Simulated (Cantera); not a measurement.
Input: 1 mol SiH₂Cl₂, 5 mol NH₃, 11 mol H₂, 0.21 mol N₂.

Cantera equilibrium calculation (NASA polynomials, part measured and part estimated; ideal gas, pure solids and liquids). Candidate condensed phases: NH₄Cl, Si, Si₃N₄; 28 gas species. Mutual solubility and eutectic melting of coexisting phases are not modelled. The tables' values for SiCl₃ are old estimates. Kinetics and transport are ignored.

Q: What condenses at these points (T in K, P in Pa): (1650, 710); (1200, 5); (1350, 26); (1650, 26); (1400, 5)?

A: 
```json
[
 {"T (K)": "1650", "P in Pa": "710", "condensed phases": "Si₃N₄", "Si condensed (%)": "66.6"},
 {"T (K)": "1200", "P in Pa": "5", "condensed phases": "Si₃N₄", "Si condensed (%)": "98.3"},
 {"T (K)": "1350", "P in Pa": "26", "condensed phases": "Si₃N₄", "Si condensed (%)": "91.1"},
 {"T (K)": "1650", "P in Pa": "26", "condensed phases": "Si", "Si condensed (%)": "63.7"},
 {"T (K)": "1400", "P in Pa": "5", "condensed phases": "Si + Si₃N₄", "Si condensed (%)": "69.5"}
]
```
